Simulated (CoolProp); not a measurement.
Properties of ethylene along the isobar 0.57 MPa.

Values from CoolProp's reference Helmholtz-energy equation of state, Smukala 2000.

```
T (°C)  phase  cp (kJ/(kg K))  Joule-Thomson coefficient (K/MPa)  fugacity coefficient
------  -----  --------------  ---------------------------------  --------------------
-6.25     gas               …                              13.72                0.9550
6.85      gas           1.541                              12.13                     …
19.95     gas               …                                  …                0.9662
33.05     gas           1.609                              9.625                0.9705
46.05     gas           1.648                              8.645                     …
59.15     gas               …                              7.792                0.9773
72.25     gas           1.730                              7.050                0.9799
85.35     gas           1.774                              6.402                0.9823
98.35     gas           1.817                              5.837                0.9843
111.45    gas           1.861                              5.334                0.9860
124.55    gas           1.905                              4.889                0.9876
137.65    gas           1.950                              4.493                0.9890
150.65    gas           1.993                              4.142                0.9902
163.75    gas           2.037                              3.824                0.9912
176.85    gas           2.080                              3.539                0.9922
```

Question: Complete the blanks.

Answer: 
- -6.25, cp (kJ/(kg K)): 1.514
- 6.85, fugacity coefficient: 0.9612
- 19.95, cp (kJ/(kg K)): 1.573
- 19.95, Joule-Thomson coefficient (K/MPa): 10.78
- 46.05, fugacity coefficient: 0.9742
- 59.15, cp (kJ/(kg K)): 1.688
